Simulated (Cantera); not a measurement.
Cantera run, input and output.

```python
import numpy as np
import cantera as ct

gas = ct.Solution("gri30.yaml")


def delay(T, t_max=10):
    gas.TPX = T, 101325, {'CH4': 1.4, 'CO': 1.3, 'O2': 4.21, 'N2': 15.8}
    reactor = ct.IdealGasConstPressureReactor(gas, clone=False)
    net = ct.ReactorNet([reactor])
    net.rtol, net.atol = 1e-8, 1e-16
    while net.time < t_max:
        t_old, T_old = net.time, reactor.T
        net.step()
        if reactor.T > T + 400:  # ignition: a rise of 400 K
            return t_old + (T + 400 - T_old) / (reactor.T - T_old) * (net.time - t_old)
    return np.nan


taus = []
for T in [1275, 1325, 1375, 1425, 1475, 1525, 1575]:
    taus.append(delay(T))
    print(f"T0 = {T:6g} K   tau = {taus[-1]:.4e} s")
```

Output:

```
T0 =   1275 K   tau = 1.5944e-02 s
T0 =   1325 K   tau = 7.9753e-03 s
T0 =   1375 K   tau = 4.1798e-03 s
T0 =   1425 K   tau = 2.3020e-03 s
T0 =   1475 K   tau = 1.3352e-03 s
T0 =   1525 K   tau = 8.1518e-04 s
T0 =   1575 K   tau = 5.2194e-04 s
```

Cantera simulation using GRI-Mech 3.0 (53 species, 325 reactions); the numbers are that mechanism's predictions, not measurements.
